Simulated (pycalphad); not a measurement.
All values are pycalphad results on the COST 507 light-alloy database (1999) (1 atm), not direct measurements. The data set is of 1999 and partly superseded.

Molar enthalpy of Al-7.7Si-18.84Mn (wt.%) in equilibrium (SER reference):

| T (°C) | H (kJ/mol) | phases |
|---|---|---|
| 1577 | 54.38 | liquid |
| 1497 | 51.74 | liquid |
| 1417 | 49.09 | liquid |
| 1337 | 46.45 | liquid |
| 1257 | 43.80 | liquid |
| 1177 | 41.16 | liquid |
| 1097 | 38.54 | liquid |
| 1017 | 35.93 | liquid |
| 937 | 33.33 | liquid |
| 897 | 32.04 | liquid |
| 857 | 26.44 | liquid + ALMNSI_BETA |
| 777 | 20.25 | liquid + ALMNSI_BETA |
| 697 | 11.30 | ALMNSI_ALPHA + liquid |
| 617 | 5.01 | ALMNSI_ALPHA + fcc + liquid |
| 537 | 0.90 | ALMNSI_ALPHA + fcc + diamond (Si) |
| 497 | -0.39 | ALMNSI_ALPHA + fcc + diamond (Si) |
| 457 | -1.64 | ALMNSI_ALPHA + fcc + diamond (Si) |
| 377 | -4.06 | ALMNSI_ALPHA + fcc + diamond (Si) |
| 297 | -6.38 | ALMNSI_ALPHA + fcc + diamond (Si) |

Cooling from 897 °C to 537 °C, across the freezing range, releases 31.1 kJ/mol, or 1040 J/g. The slope is 32 J/(mol K) in the liquid and 32 J/(mol K) just below the solidus, where it includes any heat of precipitation. Liquidus 894 °C, solidus 576 °C. Changes were sought between steps of 40 K, so a narrower field can be missed.

Database names, with the compositions (at.%) that they take in these runs: ALMNSI_BETA: Al 66 Mn 23 Si 11; ALMNSI_ALPHA: Al 70 Mn 17 Si 11-13.
